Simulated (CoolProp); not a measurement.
Saturated liquid density (kg/m³) of decamethylcyclopentasiloxane (D5): the reference equation beside estimates from Tc = 618.3 K, pc = 1078 kPa, ω = 0.631.

Model: reference Helmholtz-energy equation of state, Thol 2019, in CoolProp.

```json
[
 {"T (K)": "404.5", "reference": "838.9", "van der Waals": "460.6", "Redlich-Kwong": "673.2", "Peng-Robinson": "825.9"},
 {"T (K)": "418.6", "reference": "823.0", "van der Waals": "___", "Redlich-Kwong": "658.6", "Peng-Robinson": "812.1"},
 {"T (K)": "432.6", "reference": "___", "van der Waals": "443.8", "Redlich-Kwong": "643.4", "Peng-Robinson": "797.4"},
 {"T (K)": "446.6", "reference": "790.3", "van der Waals": "___", "Redlich-Kwong": "627.5", "Peng-Robinson": "781.4"},
 {"T (K)": "460.6", "reference": "773.3", "van der Waals": "425.5", "Redlich-Kwong": "610.8", "Peng-Robinson": "___"},
 {"T (K)": "474.6", "reference": "755.6", "van der Waals": "415.6", "Redlich-Kwong": "___", "Peng-Robinson": "745.4"},
 {"T (K)": "488.7", "reference": "___", "van der Waals": "405.2", "Redlich-Kwong": "___", "Peng-Robinson": "724.7"},
 {"T (K)": "502.7", "reference": "717.5", "van der Waals": "394.2", "Redlich-Kwong": "554.5", "Peng-Robinson": "___"}
]
```

**Question.** Complete the blanks.

**Answer.** 
- 418.6, van der Waals: 452.3
- 432.6, reference: 806.9
- 446.6, van der Waals: 434.8
- 460.6, Peng-Robinson: 764.2
- 474.6, Redlich-Kwong: 593.1
- 488.7, reference: 736.9
- 488.7, Redlich-Kwong: 574.3
- 502.7, Peng-Robinson: 702.1

Absolute difference from the reference over all 8 rows, mean and median: van der Waals 45.0 and 45.0 %, Redlich-Kwong 21.0 and 20.8 %, Peng-Robinson 1.4 and 1.3 %.
